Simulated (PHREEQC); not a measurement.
Make-up at 13 °C: 0.0031 mol/kgw NaBr and 0.071 mol/kgw CuSO4. Closed to the air; pH follows from the charge balance.

All values are PHREEQC results (ion-association model, wateq4f.dat), not measurements.

```json
[
 {"quantity": "ionic strength (mol/kgw)", "before": "0.160", "after": "0.0394"},
 {"quantity": "Cu+2 (mol/kgw)", "before": "0.0392", "after": "0.00968"},
 {"quantity": "SO4-2 (mol/kgw)", "before": "0.0390", "after": "0.00968"},
 {"quantity": "CuSO4 (mol/kgw)", "before": "0.0318", "after": "0.00450"},
 {"quantity": "SI of Tenorite (CuO)", "before": "-0.53", "after": "-0.48"},
 {"quantity": "SI of Chalcanthite (CuSO4:5H2O)", "before": "-1.07", "after": "-1.93"}
]
```

Question: Which change was made?
A. diluted 10-fold with water
B. diluted 2-fold with water
C. NaBr replaced by Na2SO4 at the same molality
D. diluted 5-fold with water

Answer: D, diluted 5-fold with water

This is a speciation only: nothing precipitates in the calculation. Away from 25 °C the constants follow the database's enthalpies or fits; those with neither stay at their 25 °C values.
